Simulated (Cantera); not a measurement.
Feed: 1 mol Si₃N₄, 0.026 mol CO₂, 230 mol N₂, equilibrated at 1700 K and 133 Pa.

These are equilibrium values from Cantera (NASA tables, ideal gas, pure condensed phases), not measurements of a reactor. Candidate condensed phases: C, Si, SiC, SiO₂, Si₂N₂O, Si₃N₄; 34 gas species. Mutual solubility and eutectic melting of coexisting phases are not modelled. The tables' values for SiN are old estimates; treat these amounts as uncertain. Equilibrium is a limit: real reactors are often held back by kinetics, nucleation or transport.

Base state: N₂ 0.999, Si 0.000509, SiO 0.000213, Si₂N 2.03e-5, CO 1.14e-5, SiN 1.13e-5 (mole fractions); condensed: Si(l) + SiC(s).

Problem. What changes in the equilibrium state with this change: temperature from 1700 K to 1475 K?

Solution. 
| species | before | after |
|---|---|---|
| N₂ | 0.999 | 1.000 |
| CO | 1.14e-5 | 0.000113 |
| SiO | 0.000213 | 9.74e-5 |
| Si | 0.000509 | 3.34e-7 |
| Si₂N | 2.03e-5 | 1.97e-9 |
| SiN | 1.13e-5 | 1.75e-8 |
| Si(l), mol | 2.79 | 0 |
| SiC(s), mol | 0.0226 | 0 |
| Si₂N₂O(s), mol | 0 | 0.00360 |
| Si₃N₄(s), mol | 0 | 0.990 |

Problem. What changes in the equilibrium state with this change: temperature from 1700 K to 1850 K?

Solution. 
```json
[
 {"species": "N₂", "before": "0.999", "after": "0.995"},
 {"species": "Si", "before": "0.000509", "after": "0.00484"},
 {"species": "SiO", "before": "0.000213", "after": "0.000195"},
 {"species": "Si₂N", "before": "2.03e-5", "after": "0.000103"},
 {"species": "Si₂C", "before": "3.07e-6", "after": "6.65e-5"},
 {"species": "Si₂", "before": "2.23e-6", "after": "3.38e-5"},
 {"species": "SiN", "before": "1.13e-5", "after": "6.76e-5"},
 {"species": "Si(l), mol", "before": "2.79", "after": "1.71"},
 {"species": "SiC(s), mol", "before": "0.0226", "after": "0.00399"}
]
```

Problem. What changes in the equilibrium state with this change: pressure from 133 Pa to 1500 Pa?

Solution. 
```csv
species,before,after
N₂,0.999,1.000
SiO,0.000213,0.000113
CO,1.14e-5,0.000113
Si,0.000509,1.00e-5
Si₂N,2.03e-5,2.96e-7
SiN,1.13e-5,7.42e-7
"Si(l), mol",2.79,0
"SiC(s), mol",0.0226,0
"Si₃N₄(s), mol",0,0.990
```
